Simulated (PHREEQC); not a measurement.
H2SO4 is added in steps, without added water, to 1 kg of water holding 0.0055 mol Ag2SO4, 4.5e-05 mol HBF4 and 0.00055 mol Cu(NO3)2, at 10 °C. Oxygen is held at 0.21 atm. The system is closed to CO2. Solids allowed: Cu(OH)2, Brochantite, Antlerite, Cu2(OH)3NO3, Ag2O, Ag2SO4, Chalcanthite, CuF2:2H2O. Others were left out.

Base run: PHREEQC, ion-association model, wateq4f.dat. Each further column changes one thing. The table gives F- (mol/kgw).

```csv
H2SO4 added (mol),base,HBF4 from 4.5e-05 to 2.25e-05 mol/kgw,Ag2SO4 left out,diluted 100-fold with water,no solid may form
0,0.000157,[?],0.000154,1.80e-6,0.000157
0.0001437,0.000134,6.95e-5,0.000125,1.37e-6,0.000134
0.0002875,0.000117,6.00e-5,0.000106,1.12e-6,0.000117
0.000575,9.25e-5,4.71e-5,8.05e-5,8.28e-7,9.25e-5
0.0007187,8.39e-5,4.26e-5,7.21e-5,7.36e-7,8.39e-5
0.0008625,7.67e-5,3.89e-5,6.54e-5,6.64e-7,7.67e-5
0.001006,7.07e-5,3.57e-5,5.99e-5,6.06e-7,7.07e-5
0.001294,6.12e-5,3.08e-5,[?],5.18e-7,6.12e-5
0.001437,5.73e-5,2.89e-5,4.81e-5,4.84e-7,5.73e-5
0.001581,5.40e-5,2.72e-5,4.52e-5,4.54e-7,5.40e-5
0.001725,5.10e-5,2.56e-5,4.26e-5,[?],5.10e-5
0.002012,4.59e-5,2.31e-5,3.84e-5,3.86e-7,4.59e-5
0.002156,4.38e-5,2.20e-5,3.66e-5,3.68e-7,4.38e-5
0.0023,4.19e-5,2.10e-5,3.50e-5,3.51e-7,4.19e-5
```

Q: Complete the blanks.

A: 
- 0, HBF4 from 4.5e-05 to 2.25e-05 mol/kgw: 8.25e-5
- 0.001294, Ag2SO4 left out: 5.14e-5
- 0.001725, diluted 100-fold with water: 4.29e-7

Away from 25 °C the constants follow the database's enthalpies or fits; those with neither stay at their 25 °C values. Real BF4- forms and hydrolyses slowly; the run takes it at equilibrium. Solids allowed in the column 'Ag2SO4 left out': Cu(OH)2, Brochantite, Antlerite, Cu2(OH)3NO3, Chalcanthite, CuF2:2H2O.
